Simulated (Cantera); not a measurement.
An adiabatic, constant-pressure homogeneous reactor starts with CO : H2 : CH4 : O2 : N2 = 1 : 0.037 : 0.076 : 0.559 : 2.1 (molar parts), equivalence ratio 1.2, at 1775 K and 5.80 bar. Integrator tolerance rtol = 1e-08.

Computed with Cantera and GRI-Mech 3.0 (53 species, 325 reactions). Above 3000 K some thermodynamic fits are extrapolated.

Problem. What does this change do: CO 1 to 0.35 parts?

Solution. 
```tsv
quantity	before	after
time of steepest temperature rise	8.09 µs	9.51 µs
temperature at 7.00 s	3011 K	2813 K
equilibrium temperature	3011 K	2813 K
x(CO) at 7.00 s	0.141 (gas-phase equilibrium 0.141)	0.0286 (gas-phase equilibrium 0.0286)
x(H2) at 7.00 s	0.00464 (gas-phase equilibrium 0.00464)	0.00195 (gas-phase equilibrium 0.00195)
x(CH4) at 7.00 s	<1e-12 (gas-phase equilibrium <1e-12)	<1e-12 (gas-phase equilibrium <1e-12)
x(O) at 7.00 s	0.00817 (gas-phase equilibrium 0.00817)	0.00634 (gas-phase equilibrium 0.00634)
x(C2H) at 7.00 s	<1e-12 (gas-phase equilibrium <1e-12)	<1e-12 (gas-phase equilibrium <1e-12)
```

Problem. What does this change do: initial temperature 1775 to 1200 K?

Solution. 
```
quantity                                                            before                                    after
---------------------------------  ---------------------------------------  ---------------------------------------
time of steepest temperature rise                                  8.09 µs                                 0.231 ms
temperature at 7.00 s                                               3011 K                                   2814 K
equilibrium temperature                                             3011 K                                   2814 K
x(CO) at 7.00 s                        0.141 (gas-phase equilibrium 0.141)      0.108 (gas-phase equilibrium 0.108)
x(H2) at 7.00 s                    0.00464 (gas-phase equilibrium 0.00464)  0.00350 (gas-phase equilibrium 0.00350)
x(CH4) at 7.00 s                     <1e-12 (gas-phase equilibrium <1e-12)    <1e-12 (gas-phase equilibrium <1e-12)
x(O) at 7.00 s                     0.00817 (gas-phase equilibrium 0.00817)  0.00302 (gas-phase equilibrium 0.00302)
x(C2H) at 7.00 s                     <1e-12 (gas-phase equilibrium <1e-12)    <1e-12 (gas-phase equilibrium <1e-12)
```

Problem. What does this change do: pressure from 5.80 bar to 10.0 bar?

Solution. 
```csv
quantity,before,after
time of steepest temperature rise,8.09 µs,5.22 µs
temperature at 7.00 s,3011 K,3059 K
equilibrium temperature,3011 K,3059 K
x(CO) at 7.00 s,0.141 (gas-phase equilibrium 0.141),0.137 (gas-phase equilibrium 0.137)
x(H2) at 7.00 s,0.00464 (gas-phase equilibrium 0.00464),0.00441 (gas-phase equilibrium 0.00441)
x(CH4) at 7.00 s,<1e-12 (gas-phase equilibrium <1e-12),<1e-12 (gas-phase equilibrium <1e-12)
x(O) at 7.00 s,0.00817 (gas-phase equilibrium 0.00817),0.00703 (gas-phase equilibrium 0.00703)
x(C2H) at 7.00 s,<1e-12 (gas-phase equilibrium <1e-12),<1e-12 (gas-phase equilibrium <1e-12)
```
